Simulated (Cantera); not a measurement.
A perfectly stirred reactor is fed with CO : H2 : O2 : N2 : H2O = 1 : 0.031 : 0.43 : 1.62 : 0.21 (molar parts), equivalence ratio 1.2, at 1.18 atm; it is adiabatic with a 475 K inlet, and is followed from long to short residence time, starting on the burning branch (τ in s: 0.18, 0.068, 0.026, 0.01, 0.0039, 0.0015, 0.00057, 0.00022, 8.3e-05, 3.2e-05, 1.2e-05).

Computed with Cantera and GRI-Mech 3.0 (53 species, 325 reactions).

Task: What does this change do: CO 1 to 0.79 parts?

Result: 
| quantity | before | after |
|---|---|---|
| blow-out, bracketed by the residence times tried | burning at 83.0 µs, out at 32.0 µs | burning at 0.220 ms, out at 83.0 µs |
| x(CO) at τ = 0.180 s | 0.0720 | 0.0279 |
| x(H2) at τ = 0.180 s | 0.00348 | 0.00158 |
| x(O2) at τ = 0.180 s | 0.00601 | 0.0189 |
| x(N2O) at τ = 0.180 s | 1.31e-7 | 2.28e-7 |
| x(NO) at τ = 0.180 s | 0.00228 | 0.00340 |
| x(CO) at τ = 1.50 ms | 0.106 | 0.0641 |
| x(H2) at τ = 1.50 ms | 0.00623 | 0.00443 |
| x(O2) at τ = 1.50 ms | 0.0244 | 0.0379 |
| x(N2O) at τ = 1.50 ms | 1.44e-7 | 2.17e-7 |
| x(NO) at τ = 1.50 ms | 0.000146 | 0.000110 |

Task: What does this change do: H2O 0.21 to 0.32 parts?

Result: 
```json
[
 {"quantity": "blow-out, bracketed by the residence times tried", "before": "burning at 83.0 µs, out at 32.0 µs", "after": "burning at 83.0 µs, out at 32.0 µs"},
 {"quantity": "x(CO) at τ = 0.180 s", "before": "0.0720", "after": "0.0647"},
 {"quantity": "x(H2) at τ = 0.180 s", "before": "0.00348", "after": "0.00464"},
 {"quantity": "x(O2) at τ = 0.180 s", "before": "0.00601", "after": "0.00442"},
 {"quantity": "x(N2O) at τ = 0.180 s", "before": "1.31e-7", "after": "9.85e-8"},
 {"quantity": "x(NO) at τ = 0.180 s", "before": "0.00228", "after": "0.00164"},
 {"quantity": "x(CO) at τ = 1.50 ms", "before": "0.106", "after": "0.0947"},
 {"quantity": "x(H2) at τ = 1.50 ms", "before": "0.00623", "after": "0.00815"},
 {"quantity": "x(O2) at τ = 1.50 ms", "before": "0.0244", "after": "0.0211"},
 {"quantity": "x(N2O) at τ = 1.50 ms", "before": "1.44e-7", "after": "1.23e-7"},
 {"quantity": "x(NO) at τ = 1.50 ms", "before": "0.000146", "after": "0.000102"}
]
```
